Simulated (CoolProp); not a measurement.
Vapour-liquid equilibrium of carbon dioxide (1) + dimethyl ether (2) at 7.84 bar; x and y are mole fractions of (1).

Values from CoolProp's multi-fluid Helmholtz-energy mixture model, Span 1996 and Wu 2011; pair parameters Bell 2016.

**Question.** Give the bubble temperature and the first vapour's composition at x = 0.05, 0.65, 0.95. Is there an azeotrope?

**Answer.** x = 0.05: 299.4 K, y = 0.233; x = 0.65: 240.2 K, y = 0.966; x = 0.95: 228.1 K, y = 0.998. No azeotrope shows between x = 0.05 and 0.95.

The pair parameters rest on a limited set of measurements; away from them the model extrapolates.
